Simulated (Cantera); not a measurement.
A perfectly stirred reactor is fed with H2 : O2 = 0.014 : 1 (molar parts), equivalence ratio 0.0070, at 2670 Pa; it is held at 1175 K, and followed from long to short residence time.

Detailed kinetics in Cantera: GRI-Mech 3.0 (53 species, 325 reactions). Radical loss at walls, strong at low pressure, is not modelled.

x: mole fraction; the columns are a selection and need not sum to one.

| τ (s) | x H2 | x O2 | x O | x HO2 | x H | x OH |
|---|---|---|---|---|---|---|
| 0.86 | 5.62e-5 | 0.985 | 0.00104 | 8.93e-7 | 2.52e-5 | 0.000322 |
| 0.53 | 7.37e-5 | 0.985 | 0.00139 | 1.06e-6 | 3.96e-5 | 0.000378 |
| 0.32 | 9.78e-5 | 0.984 | 0.00186 | 1.26e-6 | 6.26e-5 | 0.000446 |
| 0.19 | 0.000131 | 0.983 | 0.00248 | 1.49e-6 | 9.87e-5 | 0.000527 |
| 0.12 | 0.000171 | 0.983 | 0.00314 | 1.71e-6 | 0.000145 | 0.000610 |
| 0.072 | 0.000232 | 0.982 | 0.00399 | 1.97e-6 | 0.000216 | 0.000714 |
| 0.044 | ___ | 0.981 | ___ | ___ | ___ | ___ |
| 0.027 | 0.000427 | 0.980 | 0.00577 | 2.51e-6 | 0.000422 | 0.000957 |
| 0.016 | 0.000606 | 0.979 | 0.00663 | 2.81e-6 | 0.000568 | 0.00111 |
| 0.0098 | ___ | 0.978 | 0.00724 | ___ | ___ | ___ |
| 0.0060 | 0.00122 | 0.977 | 0.00760 | 3.37e-6 | 0.000873 | 0.00146 |

Problem. Complete the blanks.

Solution. 
- 0.044, x H2: 0.000313
- 0.044, x O: 0.00488
- 0.044, x HO2: 2.23e-6
- 0.044, x H: 0.000308
- 0.044, x OH: 0.000829
- 0.0098, x H2: 0.000855
- 0.0098, x HO2: 3.10e-6
- 0.0098, x H: 0.000719
- 0.0098, x OH: 0.00128
